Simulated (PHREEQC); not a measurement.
A solution holds 0.024 mol/kgw HF, 0.00012 mol/kgw NaF, 0.00097 mol/kgw H3PO4 and 0.016 mol/kgw HBr, at 79 °C. Closed to the air; pH follows from the charge balance.

The numbers come from PHREEQC with the ion-association model, phreeqc.dat.

This is a speciation only: nothing precipitates in the calculation.

Problem. Estimate the pH, ionic strength.

Solution. pH 1.83; ionic strength 0.0167 mol/kgw.

Problem. In which forms is F present?

Solution. HF 98 %, F- 1.8 % of the F.

Complexes and solids missing from the database can't appear. Away from 25 °C the constants follow the database's enthalpies or fits; those with neither stay at their 25 °C values.
